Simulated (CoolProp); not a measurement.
Vapour-liquid equilibrium of dimethyl carbonate (1) + n-heptane (2) at 1.08 MPa; x and y are mole fractions of (1).

Values from CoolProp's multi-fluid Helmholtz-energy mixture model, Zhou 2011 and Span 2003; pair parameters Bell 2016.

Give the bubble temperature and the first vapour's composition at x = 0.2, 0.35, 0.5. Is there an azeotrope?

x = 0.2: 190.4 °C, y = 0.326; x = 0.35: 184.7 °C, y = 0.468; x = 0.5: 181.8 °C, y = 0.569. y crosses x between x = 0.65 and 0.8: the model has an azeotrope there.

Pair parameters are fitted to limited data, so mixtures are less certain than the pure fluids.
